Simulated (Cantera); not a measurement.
Feed: 1 mol C2H2, 1.1 mol H2, equilibrated at 0.170 bar.

These are equilibrium values from Cantera (NASA tables, ideal gas, pure condensed phases), not measurements of a reactor. Candidate condensed phases: C, C6H6, C7H8, C8H18; 76 gas species. The numbers say what is thermodynamically allowed, not how fast it happens.

x: gas mole fraction; n: condensed amount in mol.

| T (K) | x H2 | x H | x C2H2 (acetylene) | x C2H | x C4H2 | x C3 | n C(graphite) |
|---|---|---|---|---|---|---|---|
| 1925 | 0.997 | 0.00232 | 0.000457 | 1.52e-8 | 8.35e-8 | 2.39e-11 | 2.00 |
| 2025 | 0.994 | 0.00465 | 0.000900 | 8.58e-8 | 3.28e-7 | 2.99e-10 | 2.00 |
| 2125 | 0.990 | ___ | ___ | ___ | ___ | ___ | 1.99 |
| 2225 | 0.981 | 0.0156 | 0.00288 | 1.69e-6 | 3.44e-6 | 2.34e-8 | 1.99 |
| 2325 | 0.969 | ___ | ___ | ___ | ___ | ___ | 1.98 |
| 2425 | 0.950 | 0.0423 | 0.00742 | 2.01e-5 | 2.39e-5 | 8.77e-7 | 1.97 |
| 2525 | 0.923 | 0.0653 | 0.0111 | 5.94e-5 | 5.50e-5 | 4.30e-6 | 1.95 |
| 2625 | 0.887 | 0.0970 | 0.0158 | 0.000160 | 0.000117 | 1.86e-5 | 1.93 |
| 2725 | 0.839 | 0.139 | 0.0216 | 0.000397 | 0.000232 | 7.19e-5 | 1.90 |
| 2825 | 0.779 | 0.191 | 0.0282 | 0.000911 | 0.000426 | 0.000252 | 1.86 |

Q: Fill in the missing entries.

A: 
- 2125, x H: 0.00876
- 2125, x C2H2 (acetylene): 0.00166
- 2125, x C2H: 4.10e-7
- 2125, x C4H2: 1.13e-6
- 2125, x C3: 2.94e-9
- 2325, x H: 0.0263
- 2325, x C2H2 (acetylene): 0.00474
- 2325, x C2H: 6.17e-6
- 2325, x C4H2: 9.50e-6
- 2325, x C3: 1.55e-7
